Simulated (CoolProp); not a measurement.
R236FA along the isotherm 282.7 K: Z from the reference equation and from simpler models built on Tc = 398.1 K, pc = 31.91 bar, ω = 0.377; each cubic takes its own stable root.

The numbers come from the reference Helmholtz-energy equation of state, Pan 2012 in CoolProp.

```csv
p (bar),phase,reference,van der Waals,Redlich-Kwong,Soave-Redlich-Kwong,Peng-Robinson
3.42,liquid,0.01567,0.9238,0.01844,0.01733,0.01532
6.84,liquid,0.03131,0.8320,0.03677,0.03461,0.03059
10.3,liquid,0.04710,0.07993,0.05521,0.05203,0.04599
13.7,liquid,0.06258,0.1058,0.07324,0.06909,0.06109
17.1,liquid,0.07804,0.1314,0.09118,0.08610,0.07615
20.5,liquid,0.09347,0.1569,0.1090,0.1031,0.09117
23.9,liquid,0.1089,0.1821,0.1268,0.1200,0.1062
27.4,liquid,0.1247,0.2079,0.1450,0.1373,0.1215
30.8,liquid,0.1400,0.2328,0.1626,0.1541,0.1364
34.2,liquid,0.1554,0.2575,0.1801,0.1709,0.1513
37.6,liquid,0.1707,0.2821,0.1976,0.1876,0.1661
41,liquid,0.1859,0.3066,0.2150,0.2043,0.1810
44.4,liquid,0.2012,0.3309,0.2323,0.2209,0.1957
47.9,liquid,0.2168,0.3558,0.2501,0.2380,0.2109
```

At some of these states van der Waals gives the other phase, because its saturation line lies elsewhere.
